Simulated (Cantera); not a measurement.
# Adiabatic ignition

An adiabatic, constant-volume homogeneous reactor starts with CH3OH : O2 : N2 = 1 : 2.27 : 10.9 (molar parts), at 1775 K and 3750 Torr.

Model: GRI-Mech 3.0 (53 species, 325 reactions), integrated in Cantera. GRI-Mech 3.0 was tuned for natural gas; its chemistry of methanol as a main component is partial and can be far from experiment.

| t (s) | T (K) | P (bar) | x CH3OH | x O2 | x NO | x CH4 | x H2O2 | x NO2 |
|---|---|---|---|---|---|---|---|---|
| 2.00e-6 | 1779 | 5.02 | 0.0670 | 0.158 | 9.05e-11 | 8.91e-5 | 8.23e-5 | 3.96e-12 |
| 6.30e-6 | 1925 | 5.61 | 0.0328 | 0.136 | 3.11e-9 | 0.000358 | 0.000339 | 4.62e-10 |
| 1.98e-5 | 2867 | 8.54 | <1e-12 | 0.0551 | 0.000710 | <1e-12 | 1.09e-6 | 6.86e-7 |
| 6.25e-5 | 2880 | 8.57 | <1e-12 | 0.0533 | 0.00367 | <1e-12 | 1.14e-6 | 3.42e-6 |
| 0.000197 | 2870 | 8.54 | <1e-12 | 0.0503 | 0.0103 | <1e-12 | 1.09e-6 | 9.36e-6 |
| 0.000620 | 2859 | 8.50 | <1e-12 | 0.0472 | 0.0170 | <1e-12 | 1.04e-6 | 1.50e-5 |
| 0.00195 | 2857 | 8.49 | <1e-12 | 0.0467 | 0.0180 | <1e-12 | 1.04e-6 | 1.59e-5 |
| 0.00615 | 2857 | 8.49 | <1e-12 | 0.0467 | 0.0180 | <1e-12 | 1.04e-6 | 1.59e-5 |
| 0.0194 | 2857 | 8.49 | <1e-12 | 0.0467 | 0.0180 | <1e-12 | 1.04e-6 | 1.59e-5 |
| 0.0610 | 2857 | 8.49 | <1e-12 | 0.0467 | 0.0180 | <1e-12 | 1.04e-6 | 1.59e-5 |
| 0.192 | 2857 | 8.49 | <1e-12 | 0.0467 | 0.0180 | <1e-12 | 1.04e-6 | 1.59e-5 |
| 0.605 | 2857 | 8.49 | <1e-12 | 0.0467 | 0.0180 | <1e-12 | 1.04e-6 | 1.59e-5 |
| 1.91 | 2857 | 8.49 | <1e-12 | 0.0467 | 0.0180 | <1e-12 | 1.04e-6 | 1.59e-5 |
| 6.00 | 2857 | 8.49 | <1e-12 | 0.0467 | 0.0180 | <1e-12 | 1.04e-6 | 1.59e-5 |
x: mole fraction; the columns are a selection and need not sum to one.

| Property | Value |
|---|---|
| time of steepest temperature rise | 7.79 µs |
| temperature at 6.00 s | 2857 K |
| equilibrium temperature | 2857 K |
| x(CH3OH) at 6.00 s | <1e-12 (gas-phase equilibrium <1e-12) |
| x(O2) at 6.00 s | 0.0467 (gas-phase equilibrium 0.0467) |
| x(NO) at 6.00 s | 0.0180 (gas-phase equilibrium 0.0180) |
